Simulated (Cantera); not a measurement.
Mixture: CH4 : H2 : O2 : N2 = 1 : 0.77 : 2.59 : 9.75 (molar parts), at 5.00 bar, adiabatic and at constant volume. Ignition delay is the time to a rise of 400 K.

Cantera simulation using GRI-Mech 3.0 (53 species, 325 reactions); the numbers are that mechanism's predictions, not measurements. Below about 1000 K GRI-Mech 3.0 lacks low-temperature oxidation paths. Below about 950 K walls govern HO2 and H2O2 in real vessels.

Problem. What does this change do: CH4 1 to 0.52 parts?

Solution. 
```json
[
 {"quantity": "delay at 873 K", "before": "0.572 s", "after": "0.700 s"},
 {"quantity": "delay at 973 K", "before": "29.8 ms", "after": "36.7 ms"},
 {"quantity": "delay at 1073 K", "before": "2.11 ms", "after": "2.02 ms"},
 {"quantity": "delay at 1173 K", "before": "0.432 ms", "after": "0.222 ms"},
 {"quantity": "apparent activation energy between 1123 and 1223 K", "before": "130 kJ/mol", "after": "170 kJ/mol"}
]
```

Problem. What does this change do: N2 9.75 to 12 parts?

Solution. 
```
quantity                                                before       after
--------------------------------------------------  ----------  ----------
delay at 873 K                                         0.572 s     0.626 s
delay at 973 K                                         29.8 ms     32.9 ms
delay at 1073 K                                        2.11 ms     2.43 ms
delay at 1173 K                                       0.432 ms    0.517 ms
apparent activation energy between 1123 and 1223 K  130 kJ/mol  130 kJ/mol
```

Problem. What does this change do: constant pressure in place of constant volume?

Solution. 
```tsv
quantity	before	after
delay at 873 K	0.572 s	0.610 s
delay at 973 K	29.8 ms	31.8 ms
delay at 1073 K	2.11 ms	2.30 ms
delay at 1173 K	0.432 ms	0.485 ms
apparent activation energy between 1123 and 1223 K	130 kJ/mol	130 kJ/mol
```
